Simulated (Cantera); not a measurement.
# Cu + CO + N2 (metals in furnace atmospheres)

Feed: 1 mol Cu, 30 mol CO, 5.5 mol N2, equilibrated at 101000 Pa.

Equilibrium computed with Cantera from the NASA thermochemical tables; the gas is ideal and each condensed phase is pure. Candidate condensed phases: C, Cu, CuO, Cu2O; 27 gas species. Rates play no part.

From 723 K to 1323 K the condensed part is C(graphite) + Cu(s). From 1423 K to 1723 K the condensed part is C(graphite) + Cu(l).

```csv
T (K),log p CO,log p CO2,log p N2,log p Cu,n C(graphite),n Cu(s),n Cu(l)
723,-1.67,-0.14,-0.57,<-11,14.8,1.00,0
823,-0.94,-0.19,-0.59,<-11,13.8,1.00,0
923,-0.44,-0.37,-0.65,<-11,10.5,1.00,0
1023,-0.17,-0.79,-0.74,-10.42,4.86,1.00,0
1123,-0.09,-1.40,-0.79,-8.90,1.34,1.00,0
1223,-0.07,-2.01,-0.80,-7.64,0.341,1.000,0
1323,-0.07,-2.54,-0.80,-6.57,0.100,1.000,0
1423,-0.07,-3.00,-0.80,-5.68,0.0349,0,1.000
1523,-0.07,-3.40,-0.80,-4.92,0.0139,0,1.000
1623,-0.07,-3.75,-0.80,-4.26,0.00627,0,0.998
1723,-0.07,-4.05,-0.80,-3.67,0.00311,0,0.993
```
log p: log10 of the partial pressure in bar; n: condensed amount in mol.
